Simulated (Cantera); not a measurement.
Mixture: CH4 : H2 : O2 : N2 : H2O = 1 : 0.052 : 0.965 : 3.63 : 0.3 (molar parts), at 3080 Torr, adiabatic and at constant pressure. Ignition delay is the time to a rise of 400 K.

Computed with Cantera and GRI-Mech 3.0 (53 species, 325 reactions).

Question: What does this change do: pressure from 3080 Torr to 760 Torr?

Answer: 
```tsv
quantity	before	after
delay at 1173 K	12.9 ms	61.2 ms
delay at 1373 K	1.78 ms	5.75 ms
delay at 1573 K	0.251 ms	0.708 ms
delay at 1773 K	46.5 µs	0.142 ms
apparent activation energy between 1673 and 1873 K	190 kJ/mol	180 kJ/mol
```
